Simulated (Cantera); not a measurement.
## Thermodynamics of chlorosilane synthesis and conversion, feed Si + HCl + H2

A closed system holds: 1 mol Si, 4.6 mol HCl, 16 mol H2, held at 1498.15 K and 10000 Pa.

Method: chemical equilibrium by Gibbs-energy minimisation in Cantera with the NASA 1993 tables (ideal gas, pure condensed phases). Candidate condensed phases: Si; 19 gas species. The tables' values for SiCl3 are old estimates; treat these amounts as uncertain. The numbers say what is thermodynamically allowed, not how fast it happens.

```json
{
 "x(H2)": "0.833",
 "x(HCl)": "0.119",
 "x(SiCl2)": "0.0418",
 "x(SiCl3)": "0.00433",
 "x(SiCl4)": "0.00143",
 "x(SiHCl3)": "0.00104",
 "x(SiH2Cl2)": "0.000119",
 "x(H)": "4.97e-5",
 "x(Cl)": "5.70e-6",
 "gas_amount": "20.50 mol",
 "log10 activity of Si(s) (absent)": "-0.11"
}
```
